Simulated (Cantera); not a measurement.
# Moist CO burnout

An isothermal, constant-pressure homogeneous reactor starts with 0.301 % CO, 1.65 % O2, 1.07 % H2O, 97.0 % N2, at 1100 K and 24000 Pa.

Model: GRI-Mech 3.0 (53 species, 325 reactions), integrated in Cantera.

| t (s) | x CO | x O2 | x H2O | x NO | x H2 | x O | x CO2 |
|---|---|---|---|---|---|---|---|
| 0.000200 | 0.00301 | 0.0165 | 0.0107 | <1e-12 | <1e-12 | 2.03e-11 | 2.09e-11 |
| 0.000436 | 0.00301 | 0.0165 | 0.0107 | <1e-12 | <1e-12 | 4.35e-11 | 4.64e-11 |
| 0.000950 | 0.00301 | 0.0165 | 0.0107 | <1e-12 | <1e-12 | 9.40e-11 | 1.09e-10 |
| 0.00207 | 0.00301 | 0.0165 | 0.0107 | <1e-12 | 3.13e-12 | 2.28e-10 | 3.09e-10 |
| 0.00451 | 0.00301 | 0.0165 | 0.0107 | <1e-12 | 3.86e-11 | 9.12e-10 | 1.50e-9 |
| 0.00983 | 0.00301 | 0.0165 | 0.0107 | <1e-12 | 9.90e-10 | 1.45e-8 | 2.65e-8 |
| 0.0214 | 0.00300 | 0.0165 | 0.0107 | <1e-12 | 4.42e-7 | 5.10e-6 | 1.00e-5 |
| 0.0467 | 0.00144 | 0.0157 | 0.0106 | 9.51e-9 | 6.00e-5 | 0.000122 | 0.00157 |
| 0.102 | 0.000303 | 0.0151 | 0.0106 | 1.69e-8 | 1.47e-5 | 2.73e-5 | 0.00271 |
| 0.222 | 6.33e-5 | 0.0150 | 0.0107 | 1.77e-8 | 2.84e-6 | 5.54e-6 | 0.00295 |
| 0.483 | 1.26e-5 | 0.0150 | 0.0107 | 1.78e-8 | 5.60e-7 | 1.15e-6 | 0.00300 |
| 1.05 | 2.34e-6 | 0.0150 | 0.0107 | 1.79e-8 | 1.16e-7 | 2.52e-7 | 0.00301 |
| 2.29 | 3.94e-7 | 0.0150 | 0.0107 | 1.80e-8 | 2.58e-8 | 6.01e-8 | 0.00301 |
| 5.00 | 5.53e-8 | 0.0150 | 0.0107 | 1.82e-8 | 6.50e-9 | 1.65e-8 | 0.00301 |
x: mole fraction; the columns are a selection and need not sum to one.

Equilibrium at this temperature and pressure: CO 6.75e-11, O2 0.0150, H2O 0.0107, NO 2.54e-5, H2 2.36e-10, O 6.28e-10, CO2 0.00301 (gas phase only).
